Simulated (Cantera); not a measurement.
Cantera run, input and output.

```python
import numpy as np
import cantera as ct

surf = ct.Interface("diamond.yaml", "diamond_100")
gas, bulk = surf.adjacent["gas"], surf.adjacent["diamond"]
k = surf.kinetics_species_index(bulk.species_names[0])
cover = ["c6HH", "c6H*", "c6*H", "c6**", "c6HM", "c6B"]

rows, drift = [], 0.0
print(f"{'xCH3':>10s}{'um/h':>11s}" + "".join(f"{s:>11s}" for s in cover))
for v in [1e-06, 2.7e-06, 7.5e-06, 2.1e-05, 5.7e-05, 0.00016, 0.00043, 0.0012, 0.0032]:
    T, P, xH, xCH3 = 1050, 2600, 0.00049, v
    gas.TPX = T, P, {"H": xH, "CH3": xCH3, "CH4": 0.0051, "H2": 1 - xH - xCH3 - 0.0051}
    surf.TP = bulk.TP = T, P
    surf.coverages = "c6H*:0.1, c6HH:0.9"
    surf.advance_coverages(100.0)
    before = surf.coverages
    surf.advance_coverages(100.0)
    drift = max(drift, np.max(np.abs(surf.coverages - before) / (surf.coverages + 1e-9)))
    rate = surf.net_production_rates[k] * bulk.mean_molecular_weight / bulk.density * 3.6e9
    rows.append([rate, *surf[cover].coverages])
    print(f"{v:10.4g}{rate:11.4e}" + "".join(f"{x:11.3e}" for x in rows[-1][1:]))
```

Output:

```
      xCH3       um/h       c6HH       c6H*       c6*H       c6**       c6HM        c6B
     1e-06 4.8107e-03  5.661e-01  2.236e-02  4.004e-01  1.084e-02  2.414e-04  1.305e-11
   2.7e-06 1.2978e-02  5.658e-01  2.235e-02  4.001e-01  1.082e-02  6.513e-04  3.522e-11
   7.5e-06 3.5960e-02  5.648e-01  2.231e-02  3.994e-01  1.078e-02  1.805e-03  9.758e-11
   2.1e-05 9.9999e-02  5.622e-01  2.220e-02  3.975e-01  1.067e-02  5.021e-03  2.714e-10
   5.7e-05 2.6657e-01  5.555e-01  2.192e-02  3.925e-01  1.038e-02  1.340e-02  7.234e-10
   0.00016 7.1215e-01  5.375e-01  2.117e-02  3.790e-01  9.630e-03  3.588e-02  1.932e-09
   0.00043 1.7027e+00  4.971e-01  1.948e-02  3.488e-01  8.030e-03  8.628e-02  4.620e-09
    0.0012 3.6528e+00  4.163e-01  1.610e-02  2.883e-01  5.236e-03  1.875e-01  9.912e-09
    0.0032 6.2496e+00  3.052e-01  1.148e-02  2.054e-01  2.411e-03  3.274e-01  1.696e-08
```

Detailed kinetics in Cantera: the Harris–Goodwin 1993 mechanism for the reconstructed diamond (100) surface.
